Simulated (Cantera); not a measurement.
# Adiabatic ignition

An adiabatic, constant-volume homogeneous reactor starts with CH4 : C2H6 : C3H8 : O2 : N2 = 1 : 0.13 : 0.2 : 3.46 : 13 (molar parts), at 1675 K and 101000 Pa.

Computed with Cantera and GRI-Mech 3.0 (53 species, 325 reactions). GRI-Mech 3.0 was tuned for natural gas; its chemistry of propane as a main component is partial and can be far from experiment.

| t (s) | T (K) | P (bar) | x CH4 | x C2H6 | x C3H8 | x HCO | x O | x HO2 | x OH |
|---|---|---|---|---|---|---|---|---|---|
| 5.00e-6 | 1661 | 1.01 | 0.0554 | 0.00677 | 0.00964 | 5.48e-7 | 1.37e-5 | 0.000158 | 5.83e-5 |
| 1.27e-5 | 1667 | 1.02 | 0.0526 | 0.00582 | 0.00650 | 7.29e-6 | 3.11e-5 | 0.000229 | 0.000137 |
| 3.22e-5 | 2289 | 1.49 | 0.0107 | 2.93e-5 | 1.05e-7 | 0.000211 | 0.00123 | 0.000271 | 0.00377 |
| 8.16e-5 | 2930 | 1.93 | <1e-12 | <1e-12 | <1e-12 | 1.32e-7 | 0.0135 | 1.06e-5 | 0.0287 |
| 0.000207 | 2967 | 1.94 | <1e-12 | <1e-12 | <1e-12 | 1.29e-7 | 0.0119 | 1.10e-5 | 0.0277 |
| 0.000525 | 2960 | 1.94 | <1e-12 | <1e-12 | <1e-12 | 1.28e-7 | 0.0111 | 1.02e-5 | 0.0267 |
| 0.00133 | 2958 | 1.94 | <1e-12 | <1e-12 | <1e-12 | 1.28e-7 | 0.0109 | 9.97e-6 | 0.0264 |
| 0.00338 | 2958 | 1.94 | <1e-12 | <1e-12 | <1e-12 | 1.28e-7 | 0.0109 | 9.96e-6 | 0.0264 |
| 0.00857 | 2958 | 1.94 | <1e-12 | <1e-12 | <1e-12 | 1.28e-7 | 0.0109 | 9.96e-6 | 0.0264 |
| 0.0217 | 2958 | 1.94 | <1e-12 | <1e-12 | <1e-12 | 1.28e-7 | 0.0109 | 9.96e-6 | 0.0264 |
| 0.0551 | 2958 | 1.94 | <1e-12 | <1e-12 | <1e-12 | 1.28e-7 | 0.0109 | 9.96e-6 | 0.0264 |
| 0.140 | 2958 | 1.94 | <1e-12 | <1e-12 | <1e-12 | 1.28e-7 | 0.0109 | 9.96e-6 | 0.0264 |
| 0.355 | 2958 | 1.94 | <1e-12 | <1e-12 | <1e-12 | 1.28e-7 | 0.0109 | 9.96e-6 | 0.0264 |
| 0.900 | 2958 | 1.94 | <1e-12 | <1e-12 | <1e-12 | 1.28e-7 | 0.0109 | 9.96e-6 | 0.0264 |
x: mole fraction; the columns are a selection and need not sum to one.

```json
{
  "time_of_steepest_temperature_rise": "33.0 µs",
  "temperature at 0.900 s": "2958 K",
  "equilibrium_temperature": "2958 K",
  "x(CH4) at 0.900 s": "<1e-12 (gas-phase equilibrium <1e-12)",
  "x(C2H6) at 0.900 s": "<1e-12 (gas-phase equilibrium <1e-12)",
  "x(C3H8) at 0.900 s": "<1e-12 (gas-phase equilibrium <1e-12)"
}
```
